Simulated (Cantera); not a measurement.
Premixed flame

A freely propagating, adiabatic, planar premixed flame of 51.2 % H2, 10.2 % O2, 38.5 % N2, unburnt at 548 K and 600000 Pa; unity-Lewis-number transport, grid criteria slope 0.08 and curve 0.16, no radiation.

Detailed kinetics in Cantera: the H2/O2 subset of GRI-Mech 3.0, which has no nitrogen chemistry. The hydrogen kinetics of GRI-Mech 3.0 are dated; newer H2 mechanisms differ, most at raised pressure. Unity Lewis numbers drop preferential diffusion, which matters most where H2 and H carry the flame. Burning velocities carry a grid error of a few per cent, more on coarse grids.

```
z (mm)   T (K)  u (m/s)   x H2      x O2     x H2O       x O      x H   x H2O2
-------  -----  -------  -----  --------  --------  --------  -------  -------
-0.144     548     4.26  0.512     0.102   4.49e-6     <1e-8    <1e-8  1.12e-8
-0.0958    548     4.26  0.512     0.102   5.01e-5     <1e-8    <1e-8  1.25e-7
-0.0719    550     4.27  0.512     0.102  0.000251     <1e-8    <1e-8  6.21e-7
-0.0479    561     4.36  0.511     0.102   0.00164   1.37e-7    <1e-8  3.85e-6
-0.0240    719     5.52  0.496    0.0924    0.0212   1.38e-5  7.26e-5  2.99e-5
-0.0120   1035     7.80  0.461    0.0720    0.0657  0.000176  0.00338  3.13e-5
0         1401     10.3  0.397    0.0406     0.133  0.000741   0.0205  8.14e-6
0.0120    1635     11.8  0.344    0.0160     0.185  0.000789   0.0388  1.73e-6
0.0240    1758     12.6  0.323   0.00534     0.209  0.000469   0.0436  8.66e-7
0.0479    1868     13.3  0.320  0.000716     0.220  0.000199   0.0367  3.61e-7
0.0958    1956     13.8  0.327   5.37e-5     0.224   8.62e-5   0.0245  1.47e-7
0.192     2020     14.2  0.333   1.07e-5     0.225   3.24e-5   0.0146  5.97e-8
0.383     2060     14.4  0.337   3.55e-6     0.227   1.09e-5  0.00826  2.27e-8
```
x: mole fraction of selected species; z is measured from the peak of heat release.

```
Quantity                      Value
------------------------  ---------
laminar burning velocity   426 cm/s
thermal thickness         0.0479 mm
peak x(O)                  0.000871
peak x(H)                    0.0437
peak x(H2O2)                3.58e-5
grid points                     107
```
